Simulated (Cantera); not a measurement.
Mixture: CH4 : O2 : N2 = 1 : 2.56 : 15.1 (molar parts), at 1.01 bar, adiabatic and at constant pressure. Ignition delay is the time to a rise of 400 K.

Computed with Cantera and GRI-Mech 3.0 (53 species, 325 reactions).

Problem. What does this change do: 0.038 parts H2 added?

Solution. 
| quantity | before | after |
|---|---|---|
| delay at 1250 K | 30.4 ms | 21.2 ms |
| delay at 1400 K | 4.57 ms | 3.58 ms |
| delay at 1550 K | 0.947 ms | 0.811 ms |
| delay at 1700 K | 0.279 ms | 0.254 ms |
| delay at 1850 K | 0.108 ms | 0.101 ms |
| apparent activation energy between 1775 and 1925 K | 160 kJ/mol | 160 kJ/mol |

Problem. What does this change do: 0.27 parts C2H6 added?

Solution. 
```json
[
 {"quantity": "delay at 1250 K", "before": "30.4 ms", "after": "1.69 ms"},
 {"quantity": "delay at 1400 K", "before": "4.57 ms", "after": "0.419 ms"},
 {"quantity": "delay at 1550 K", "before": "0.947 ms", "after": "0.138 ms"},
 {"quantity": "delay at 1700 K", "before": "0.279 ms", "after": "54.4 µs"},
 {"quantity": "delay at 1850 K", "before": "0.108 ms", "after": "26.1 µs"},
 {"quantity": "apparent activation energy between 1775 and 1925 K", "before": "160 kJ/mol", "after": "120 kJ/mol"}
]
```

Problem. What does this change do: CH4 1 to 1.9 parts?

Solution. 
| quantity | before | after |
|---|---|---|
| delay at 1250 K | 30.4 ms | 43.3 ms |
| delay at 1400 K | 4.57 ms | 6.35 ms |
| delay at 1550 K | 0.947 ms | 1.21 ms |
| delay at 1700 K | 0.279 ms | 0.319 ms |
| delay at 1850 K | 0.108 ms | 0.114 ms |
| apparent activation energy between 1775 and 1925 K | 160 kJ/mol | 170 kJ/mol |
